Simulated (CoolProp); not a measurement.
Vapour-liquid equilibrium of dimethyl ether (1) + R236FA (2) at 0.0931 MPa; x and y are mole fractions of (1).

Computed with CoolProp (multi-fluid Helmholtz-energy mixture model, Wu 2011 and Pan 2012; pair parameters Bell 2016).

| x | bubble temperature, mixture model (°C) | bubble temperature, Raoult's law (°C) | y, mixture model | y, Raoult's law |
|---|---|---|---|---|
| 0.05 | (withheld) | -5.3 | (withheld) | 0.119 |
| 0.2 | -5.0 | -10.0 | (withheld) | 0.397 |
| 0.35 | (withheld) | -14.1 | 0.492 | 0.594 |
| 0.5 | -11.4 | -17.6 | 0.705 | 0.736 |
| 0.65 | -16.3 | -20.7 | (withheld) | 0.841 |
| 0.8 | -21.3 | -23.5 | 0.952 | 0.921 |
| 0.95 | -25.6 | -25.9 | (withheld) | 0.983 |

Q: Some entries are withheld; supply them.

A: 
- 0.05, bubble temperature, mixture model (°C): -3.7
- 0.05, y, mixture model: 0.060
- 0.2, y, mixture model: 0.264
- 0.35, bubble temperature, mixture model (°C): -7.5
- 0.65, y, mixture model: 0.862
- 0.95, y, mixture model: 0.993

The largest gap from Raoult's law is +6.6 K in bubble temperature, at x = 0.35. No azeotrope shows between x = 0.05 and 0.95.

The pair parameters rest on a limited set of measurements; away from them the model extrapolates.
